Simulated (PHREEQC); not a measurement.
Synthetic water in mg/L, 25 °C, pH 4.06, pe 11.1: Na 1560; K 247; Ca 152; Mg 120; Cl 481; S(6) as SO4 3880; Cu(2) 14.2.

Cl is adjusted to close the charge balance.
Valence states are taken as typed.

Computed with PHREEQC (ion-association model, phreeqc.dat).

Each row changes one thing in this solution. Precipitation was switched off in this run.

```csv
case,ionic strength (mol/kgw),Na+ (mol/kgw),SO4-2 (mol/kgw),K+ (mol/kgw),NaSO4- (mol/kgw),MgSO4 (mol/kgw),SI of Gypsum (CaSO4:2H2O),SI of Halite (NaCl)
as made,0.117,0.0646,0.0322,0.00590,0.00367,0.00250,-0.45,-4.93
all concentrations times 4 at the same typed pH,0.429,?,0.110,0.0224,?,0.0122,+0.27,?
temperature from 25 to 80 °C at the same typed pH,0.111,0.0642,?,0.00554,0.00414,0.00359,?,-4.98
```

**Question.** What belongs in the gaps?

**Answer.** 
- all concentrations times 4 at the same typed pH, Na+ (mol/kgw): 0.248
- all concentrations times 4 at the same typed pH, NaSO4- (mol/kgw): 0.0308
- all concentrations times 4 at the same typed pH, SI of Halite (NaCl): -3.82
- temperature from 25 to 80 °C at the same typed pH, SO4-2 (mol/kgw): 0.0299
- temperature from 25 to 80 °C at the same typed pH, SI of Gypsum (CaSO4:2H2O): -0.42

Species that the database lacks are ignored. Some of these states are supersaturated (in Gypsum, for instance). At this temperature some constants are extrapolated from 25 °C, and those without enthalpy data are left unchanged.
